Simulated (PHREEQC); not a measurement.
Silver or lead bath: an equilibrium model

Make-up at 25 °C: 0.00043 mol PbCl2, 0.0033 mol HNO3 and 8.2e-05 mol Cu(NO3)2 per kg of water. Closed to the air; pH follows from the charge balance.

Computed with PHREEQC (ion-association model, phreeqc.dat).

This is a speciation only: nothing precipitates in the calculation.

### Question
What pH, specific conductance does the model give?

### Answer
pH 2.51; specific conductance 1450 µS/cm.

### Question
In which forms is Pb present?

### Answer
Pb+2 94 %, PbNO3+ 3.6 %, PbCl+ 2.4 % of the Pb.
